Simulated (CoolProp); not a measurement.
Vapour-liquid equilibrium of carbonyl sulfide (1) + propane (2) at 247.9 K; x and y are mole fractions of (1).

Computed with CoolProp (multi-fluid Helmholtz-energy mixture model, Lemmon 2006 and Lemmon 2009; pair parameters Bell 2016).

| x | bubble pressure (MPa) | y at the bubble point | dew pressure at overall composition x (MPa) | liquid density (mol/L) |
|---|---|---|---|---|
| 0.05 | 0.2074 | 0.075 | 0.2055 | 12.93 |
| 0.125 | 0.2154 | [?] | [?] | 13.26 |
| 0.2 | [?] | 0.264 | [?] | 13.60 |
| 0.275 | 0.2288 | 0.346 | 0.2233 | 13.97 |
| 0.35 | 0.2347 | 0.424 | 0.2291 | 14.35 |
| 0.425 | 0.2403 | [?] | 0.2348 | 14.75 |
| 0.5 | 0.2457 | 0.570 | 0.2405 | 15.17 |
| 0.575 | 0.2510 | 0.640 | 0.2461 | 15.62 |
| 0.65 | 0.2563 | 0.709 | 0.2518 | 16.09 |
| 0.725 | 0.2617 | 0.776 | 0.2576 | 16.58 |
| 0.8 | 0.2671 | 0.841 | 0.2637 | 17.10 |
| 0.875 | 0.2728 | 0.903 | 0.2702 | 17.65 |
| 0.95 | 0.2787 | 0.963 | 0.2774 | 18.23 |

Question: Complete the blanks.

Answer: 
- 0.125, y at the bubble point: 0.174
- 0.125, dew pressure at overall composition x (MPa): 0.2114
- 0.2, bubble pressure (MPa): 0.2224
- 0.2, dew pressure at overall composition x (MPa): 0.2174
- 0.425, y at the bubble point: 0.498

No azeotrope shows between x = 0.05 and 0.95.

The pair parameters rest on a limited set of measurements; away from them the model extrapolates.
